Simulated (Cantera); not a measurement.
Mixture: CO : H₂ : O₂ : N₂ = 1 : 0.29 : 1.32 : 4.95 (molar parts), equivalence ratio 0.49, at 10.0 bar, adiabatic and at constant volume. Ignition delay is the time to a rise of 400 K.

Detailed kinetics in Cantera: GRI-Mech 3.0 (53 species, 325 reactions). The hydrogen kinetics of GRI-Mech 3.0 are dated; newer H2 mechanisms differ, most at raised pressure. Below about 950 K walls govern HO2 and H2O2 in real vessels.

What does this change do: pressure from 10.0 bar to 15.0 bar?


```
quantity                                                before       after
--------------------------------------------------  ----------  ----------
delay at 850 K                                         0.374 s     0.305 s
delay at 925 K                                         38.6 ms     33.8 ms
delay at 1000 K                                        5.32 ms     5.04 ms
delay at 1075 K                                       0.874 ms    0.927 ms
delay at 1150 K                                       0.147 ms    0.192 ms
delay at 1225 K                                        27.4 µs     41.1 µs
delay at 1300 K                                        10.4 µs     11.1 µs
apparent activation energy between 1150 and 1300 K  220 kJ/mol  240 kJ/mol
```
The pressure lies above the range GRI-Mech 3.0 was tuned for (to about 10 atm).

What does this change do: pressure from 10.0 bar to 1.01 bar?


```tsv
quantity	before	after
delay at 850 K	0.374 s	0.528 s
delay at 925 K	38.6 ms	11.8 ms
delay at 1000 K	5.32 ms	0.501 ms
delay at 1075 K	0.874 ms	0.199 ms
delay at 1150 K	0.147 ms	0.121 ms
delay at 1225 K	27.4 µs	88.3 µs
delay at 1300 K	10.4 µs	71.3 µs
```
Where the delays flatten at high temperature, the 400 K rule measures the pace of heat release, not the induction time.
